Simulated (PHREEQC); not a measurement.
3.7 g of hydrous ferric oxide (600 m²/g; 0.2 weak and 0.005 strong sites per Fe, Dzombak-Morel constants, diffuse double layer) in 1 kg of water with 0.005 mol/kgw of an inert sodium salt and 3.9e-05 mol SrCl2, at 25 °C; the pH is set by adding NaOH or the inert anion's acid. Oxygen is held at 0.21 atm. The system is closed to CO2. Nothing may precipitate in this run.

Base run: PHREEQC, ion-association model, wateq4f.dat. Each further column changes one thing. The table gives surface charge σ (C/m²).

```json
[
 {"pH": "4", "base": "0.201", "background salt from 0.005 to 0.0005 mol/kgw": "0.148", "oxide from 3.7 to 18 g/kgw": "___"},
 {"pH": "4.75", "base": "0.118", "background salt from 0.005 to 0.0005 mol/kgw": "___", "oxide from 3.7 to 18 g/kgw": "0.147"},
 {"pH": "5.5", "base": "0.063", "background salt from 0.005 to 0.0005 mol/kgw": "0.031", "oxide from 3.7 to 18 g/kgw": "___"},
 {"pH": "6.25", "base": "0.030", "background salt from 0.005 to 0.0005 mol/kgw": "0.013", "oxide from 3.7 to 18 g/kgw": "0.034"},
 {"pH": "7", "base": "0.013", "background salt from 0.005 to 0.0005 mol/kgw": "0.005", "oxide from 3.7 to 18 g/kgw": "0.014"},
 {"pH": "7.75", "base": "0.004", "background salt from 0.005 to 0.0005 mol/kgw": "0.001", "oxide from 3.7 to 18 g/kgw": "0.003"},
 {"pH": "8.5", "base": "-0.004", "background salt from 0.005 to 0.0005 mol/kgw": "-0.001", "oxide from 3.7 to 18 g/kgw": "-0.004"},
 {"pH": "9.25", "base": "-0.013", "background salt from 0.005 to 0.0005 mol/kgw": "-0.005", "oxide from 3.7 to 18 g/kgw": "-0.014"},
 {"pH": "10", "base": "-0.031", "background salt from 0.005 to 0.0005 mol/kgw": "-0.013", "oxide from 3.7 to 18 g/kgw": "___"}
]
```

Problem. What belongs in the gaps?

Solution. 
- 4, oxide from 3.7 to 18 g/kgw: 0.248
- 4.75, background salt from 0.005 to 0.0005 mol/kgw: 0.072
- 5.5, oxide from 3.7 to 18 g/kgw: 0.075
- 10, oxide from 3.7 to 18 g/kgw: -0.035
